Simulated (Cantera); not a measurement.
Mixture: C3H8 : O2 : N2 = 1 : 5.32 : 14.4 (molar parts), at 1.20 bar, adiabatic and at constant pressure. Ignition delay is the time to a rise of 400 K.

Detailed kinetics in Cantera: GRI-Mech 3.0 (53 species, 325 reactions). GRI-Mech 3.0 was tuned for natural gas; its chemistry of propane as a main component is partial and can be far from experiment.

Problem. Predict: delay at 1073 K; delay at 1173 K; delay at 1273 K; delay at 1373 K; delay at 1473 K; apparent activation energy between 1373 and 1473 K.

Solution. 
```json
{
  "delay at 1073 K": "74.9 ms",
  "delay at 1173 K": "8.22 ms",
  "delay at 1273 K": "1.18 ms",
  "delay at 1373 K": "0.247 ms",
  "delay at 1473 K": "75.1 µs",
  "apparent activation energy between 1373 and 1473 K": "200 kJ/mol"
}
```
